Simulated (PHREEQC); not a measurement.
Make-up at 25 °C: 0.0086 mol/kgw HNO3, 0.0032 mol/kgw NaCl and 0.063 mol/kgw MnSO4. Closed to the air; pH follows from the charge balance.

All values are PHREEQC results (ion-association model, phreeqc.dat), not measurements.

```
quantity                       before     after
---------------------------  --------  --------
pH                               2.48      2.30
ionic strength (mol/kgw)        0.155     0.158
SO4-2 (mol/kgw)                0.0335    0.0322
NaSO4- (mol/kgw)             0.000163  0.000156
SI of Halite (NaCl)             -6.86     -6.86
SI of Pyrochroite (Mn(OH)2)    -12.11    -12.47
```

Name the change that produced these shifts.
A) MnSO4 from 0.063 to 0.0567 mol/kgw
B) HNO3 from 0.0086 to 0.0129 mol/kgw
C) HNO3 left out
D) HNO3 from 0.0086 to 0.00086 mol/kgw

B, HNO3 from 0.0086 to 0.0129 mol/kgw

This is a speciation only: nothing precipitates in the calculation.
